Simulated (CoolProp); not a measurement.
Vapour-liquid equilibrium of R143a (1) + R1234yf (2) at -37.05 °C; x and y are mole fractions of (1).

Values from CoolProp's multi-fluid Helmholtz-energy mixture model, Lemmon and Jacobsen 2000 and Lemmon 2022; pair parameters Bell 2016.

```csv
x,bubble pressure (MPa),y at the bubble point,dew pressure at overall composition x (MPa),liquid density (mol/L)
0.05,0.07690,0.112,0.07392,11.35
0.15,0.08691,0.291,0.07885,11.55
0.25,0.09642,0.430,0.08442,11.75
0.35,0.1055,0.543,0.09073,11.96
0.45,0.1143,0.638,0.09791,12.18
0.55,0.1229,0.720,0.1061,12.41
0.65,0.1314,0.793,0.1155,12.64
0.75,0.1397,0.858,0.1263,12.89
0.85,0.1480,0.918,0.1386,13.14
0.95,0.1563,0.974,0.1527,13.41
```

No azeotrope shows between x = 0.05 and 0.95.

The pair parameters rest on a limited set of measurements; away from them the model extrapolates.
